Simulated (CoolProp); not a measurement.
Vapour-liquid equilibrium of carbon dioxide (1) + R152A (2) at 247.5 K; x and y are mole fractions of (1).

Computed with CoolProp (multi-fluid Helmholtz-energy mixture model, Span 1996 and Outcalt 1996; pair parameters Bell 2016).

**Question.** Give the bubble pressure and the first vapour's composition at x = 0.2, 0.5, 0.95. Is there an azeotrope?

**Answer.** x = 0.2: 0.3926 MPa, y = 0.790; x = 0.5: 0.8415 MPa, y = 0.928; x = 0.95: 1.557 MPa, y = 0.994. No azeotrope shows between x = 0.05 and 0.95.

Pair parameters are fitted to limited data, so mixtures are less certain than the pure fluids.
